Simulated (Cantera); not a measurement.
A closed system holds: 1 mol Si3H8, 0.12 mol Cl2, 4.2 mol N2, at 0.0270 bar.

These are equilibrium values from Cantera (NASA tables, ideal gas, pure condensed phases), not measurements of a reactor. Candidate condensed phases: NH4Cl, Si, Si3N4; 28 gas species. The feed counts by its element totals alone. N2 is the only nitrogen source here; it is nearly inert below about 1500 K, so the nitride shown seldom forms there in practice. The tables' values for SiCl, SiCl3 are old estimates; treat these amounts as uncertain. Rates play no part.

x: gas mole fraction; n: condensed amount in mol.

```
T (°C)   x H2   x N2   x HCl  x SiCl2  n Si3N4(s)
------  -----  -----  ------  -------  ----------
1027    0.614  0.348  0.0380        …       1.000
1077    0.614  0.348  0.0379        …       1.000
1127    0.614  0.348  0.0379        …       1.000
1177    0.614  0.348  0.0377        …       1.000
1227    0.614  0.348  0.0375        …       1.000
1277    0.614  0.348  0.0371        …       0.999
1327    0.614  0.348  0.0364        …       0.998
1377    0.614  0.349  0.0353        …       0.997
1427    0.615  0.349  0.0338        …       0.996
1477    0.615  0.349  0.0318        …       0.994
```

Question: What belongs in the gaps?

Answer: 
- 1027, x SiCl2: 8.82e-6
- 1077, x SiCl2: 2.16e-5
- 1127, x SiCl2: 4.96e-5
- 1177, x SiCl2: 0.000107
- 1227, x SiCl2: 0.000216
- 1277, x SiCl2: 0.000414
- 1327, x SiCl2: 0.000747
- 1377, x SiCl2: 0.00127
- 1427, x SiCl2: 0.00201
- 1477, x SiCl2: 0.00298
